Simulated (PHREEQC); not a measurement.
Solution (25 °C): 0.0031 mol Cu(BF4)2, 0.0001 mol HCl and 0.003 mol NaCl per kg of water. Closed to the air; pH follows from the charge balance.

The numbers come from PHREEQC with the ion-association model, phreeqc.dat.

Each row changes one thing in this solution. This is a speciation only: nothing precipitates in the calculation.

```csv
case,pH,ionic strength (mol/kgw),BF4- (mol/kgw),HF (mol/kgw),F- (mol/kgw),H3BO3 (mol/kgw)
as made,2.96,0.0133,0.00435,0.00316,0.00215,0.00112
NaCl left out,2.96,0.0103,0.00436,0.00317,0.00213,0.00112
HCl from 0.0001 to 1e-05 mol/kgw,(withheld),0.0133,0.00434,0.00313,0.00220,0.00113
Cu(BF4)2 from 0.0031 to 0.00031 mol/kgw,(withheld),0.00463,4.27e-5,0.00106,0.00115,0.000544
HCl from 0.0001 to 0.00015 mol/kgw,(withheld),0.0134,0.00436,0.00318,0.00212,0.00112
HCl from 0.0001 to 9e-05 mol/kgw,2.96,0.0133,0.00435,0.00316,0.00215,0.00112
```

Problem. What belongs in the gaps?

Solution. 
- HCl from 0.0001 to 1e-05 mol/kgw, pH: 2.97
- Cu(BF4)2 from 0.0031 to 0.00031 mol/kgw, pH: 3.17
- HCl from 0.0001 to 0.00015 mol/kgw, pH: 2.95

Real BF4- forms and hydrolyses slowly; the run takes it at equilibrium.
